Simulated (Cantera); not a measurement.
What does this Cantera script print?

```python
import numpy as np
import cantera as ct

gas_names = """
    CL CL2 H HCL H2 Si SiCL SiCL2 SiCL3 SiCL4 SiH SiHCL3 SiH2 SiH2CL2 SiH3 SiH3CL SiH4 Si2 Si3
""".split()
cond_names = """
    Si(cr) Si(L)
""".split()


# ... load() reads the species with a 1 bar reference pressure and builds the phases ...
atoms = {
    'SiCl4': {'Si': 1, 'CL': 4},
    'Cl2': {'CL': 2},
    'H2': {'H': 2},
}
top_T = {}  # K; cautious upper limits of use, not melting points


# ... equilibrate(T, P, feed) seeds the gas with the atoms and calls Mixture.equilibrate('TP', solver="vcs", rtol=1e-11, max_steps=5000) ...
results = []
T = 1223.15  # K
P = 49000  # Pa
for m in [0.5, 0.65, 0.79, 0.94, 1.1, 1.2, 1.4, 1.5, 1.7, 1.8, 2, 2.1]:
    feed = {'SiCl4': 1, 'Cl2': m, 'H2': 1.2}  # mol
    mix = equilibrate(T, P, feed)
    results.append((T, P, feed, dict(zip(mix.species_names, mix.species_moles))))
    x = sorted(zip(gas.X, gas.species_names), reverse=True)
    print(f"T = {T:g} K  P = {P:g} Pa  n(Cl2) = {m:g} mol  gas = {mix.phase_moles(0):.4g} mol")
    print("   x: " + "  ".join(f"{s} {v:.3e}" for v, s in x if v > 0.0001))
    print("   condensed (mol): " + ("  ".join(f"{mix.phase(i).name} {mix.phase_moles(i):.4g}"
          for i in range(1, mix.n_phases) if mix.phase_moles(i) > 1e-12) or "none"))
```

Output:

```
T = 1223.15 K  P = 49000 Pa  n(Cl2) = 0.5 mol  gas = 2.706 mol
   x: HCL 3.812e-01  SiCL4 3.583e-01  H2 2.492e-01  SiHCL3 7.237e-03  SiCL3 3.730e-03  SiCL2 3.094e-04
   condensed (mol): none
T = 1223.15 K  P = 49000 Pa  n(Cl2) = 0.65 mol  gas = 2.854 mol
   x: HCL 4.626e-01  SiCL4 3.434e-01  H2 1.870e-01  SiHCL3 4.287e-03  SiCL3 2.551e-03  SiCL2 1.510e-04
   condensed (mol): none
T = 1223.15 K  P = 49000 Pa  n(Cl2) = 0.79 mol  gas = 2.993 mol
   x: HCL 5.324e-01  SiCL4 3.297e-01  H2 1.335e-01  SiHCL3 2.553e-03  SiCL3 1.798e-03
   condensed (mol): none
T = 1223.15 K  P = 49000 Pa  n(Cl2) = 0.94 mol  gas = 3.142 mol
   x: HCL 6.009e-01  SiCL4 3.157e-01  H2 8.081e-02  SiHCL3 1.312e-03  SiCL3 1.187e-03
   condensed (mol): none
T = 1223.15 K  P = 49000 Pa  n(Cl2) = 1.1 mol  gas = 3.301 mol
   x: HCL 6.675e-01  SiCL4 3.019e-01  H2 2.956e-02  SiCL3 6.182e-04  SiHCL3 4.130e-04
   condensed (mol): none
T = 1223.15 K  P = 49000 Pa  n(Cl2) = 1.2 mol  gas = 3.4 mol
   x: HCL 7.058e-01  SiCL4 2.941e-01
   condensed (mol): none
T = 1223.15 K  P = 49000 Pa  n(Cl2) = 1.4 mol  gas = 3.604 mol
   x: HCL 6.660e-01  SiCL4 2.775e-01  CL2 5.450e-02  CL 1.998e-03
   condensed (mol): none
T = 1223.15 K  P = 49000 Pa  n(Cl2) = 1.5 mol  gas = 3.704 mol
   x: HCL 6.479e-01  SiCL4 2.699e-01  CL2 7.977e-02  CL 2.417e-03
   condensed (mol): none
T = 1223.15 K  P = 49000 Pa  n(Cl2) = 1.7 mol  gas = 3.906 mol
   x: HCL 6.144e-01  SiCL4 2.560e-01  CL2 1.265e-01  CL 3.044e-03
   condensed (mol): none
T = 1223.15 K  P = 49000 Pa  n(Cl2) = 1.8 mol  gas = 4.007 mol
   x: HCL 5.990e-01  SiCL4 2.496e-01  CL2 1.481e-01  CL 3.294e-03
   condensed (mol): none
T = 1223.15 K  P = 49000 Pa  n(Cl2) = 2 mol  gas = 4.208 mol
   x: HCL 5.704e-01  SiCL4 2.377e-01  CL2 1.883e-01  CL 3.714e-03
   condensed (mol): none
T = 1223.15 K  P = 49000 Pa  n(Cl2) = 2.1 mol  gas = 4.308 mol
   x: HCL 5.571e-01  SiCL4 2.321e-01  CL2 2.069e-01  CL 3.894e-03
   condensed (mol): none
```

Equilibrium computed with Cantera from the NASA thermochemical tables; the gas is ideal and each condensed phase is pure. The tables' values for SiCl3 are old estimates; treat these amounts as uncertain.
